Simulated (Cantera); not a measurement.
**Thermodynamics of tantalum, niobium, vanadium and zirconium in process gases, feed Zr + NH₃ + H₂**

Input: 1 mol Zr, 0.23 mol NH₃, 29 mol H₂, equilibrated at 2.50 Pa.

Equilibrium computed with Cantera from the NASA thermochemical tables; the gas is ideal and each condensed phase is pure. Candidate condensed phases: Zr, ZrN; 11 gas species. Mutual solubility and eutectic melting of coexisting phases are not modelled. ZrN: taken at fixed stoichiometry. Condensed phases not in the tables: N, O or C dissolved in the metal. The numbers say what is thermodynamically allowed, not how fast it happens.

At 2100 K the condensed part is Zr(β) + ZrN(s). From 2125 K to 2250 K the condensed part is Zr(l) + ZrN(s). From 2275 K to 2325 K the condensed part is Zr(l). From 2350 K to 2425 K nothing is condensed. The main Zr-bearing gas is Zr throughout.

```csv
T (K),x H,x H₂,x Zr,x N₂,x N,x NH,n Zr(β),n ZrN(s),n Zr(l)
2100,0.458,0.541,0.000550,9.55e-5,6.97e-9,1.05e-10,0.756,0.223,0
2125,0.509,0.490,0.000824,0.000154,1.23e-8,1.61e-10,0,0.218,0.750
2150,0.559,0.439,0.00121,0.000254,2.15e-8,2.47e-10,0,0.209,0.741
2175,0.609,0.389,0.00175,0.000412,3.74e-8,3.73e-10,0,0.195,0.731
2200,0.657,0.340,0.00252,0.000661,6.41e-8,5.53e-10,0,0.172,0.717
2225,0.702,0.294,0.00360,0.00105,1.09e-7,8.07e-10,0,0.134,0.702
2250,0.743,0.250,0.00509,0.00165,1.82e-7,1.16e-9,0,0.0741,0.685
2275,0.780,0.211,0.00716,0.00235,2.88e-7,1.57e-9,0,0,0.650
2300,0.812,0.176,0.00998,0.00228,3.73e-7,1.73e-9,0,0,0.497
2325,0.839,0.145,0.0138,0.00221,4.82e-7,1.89e-9,0,0,0.283
2350,0.860,0.119,0.0187,0.00215,6.19e-7,2.05e-9,0,0,0
2375,0.882,0.0977,0.0184,0.00211,7.94e-7,2.24e-9,0,0,0
2400,0.900,0.0800,0.0181,0.00208,1.02e-6,2.42e-9,0,0,0
2425,0.915,0.0653,0.0178,0.00205,1.29e-6,2.61e-9,0,0,0
```
x: gas mole fraction; n: condensed amount in mol.
